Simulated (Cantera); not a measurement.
Input: 1 mol AlCl3, 0.67 mol HCl, 1.4 mol N2, held at 977 °C and 0.0640 bar.

Cantera equilibrium calculation (NASA polynomials, part measured and part estimated; ideal gas, pure solids and liquids). Candidate condensed phases: Al, AlCl3, AlN, NH4Cl; 20 gas species. Rates play no part.

Base state: N2 0.456, AlCl3 0.326, HCl 0.218, Cl 6.17e-5, Al2Cl6 4.44e-5, H2 3.34e-5 (mole fractions); condensed: gas only.

Problem. What changes in the equilibrium state with this change: AlCl3 replaced by Al?

Solution. 
| species | before | after |
|---|---|---|
| N2 | 0.456 | 0.632 |
| H2 | 3.34e-5 | 0.175 |
| AlCl3 | 0.326 | 0.116 |
| HCl | 0.218 | 0.0770 |
| Cl | 6.17e-5 | 3.01e-7 |
| AlCl2 | 2.81e-6 | 0.000206 |
| Al2Cl6 | 4.44e-5 | 5.67e-6 |
| AlN(s), mol | 0 | 0.817 |
The tables' values for AlCl2 are old estimates; treat these amounts as uncertain.
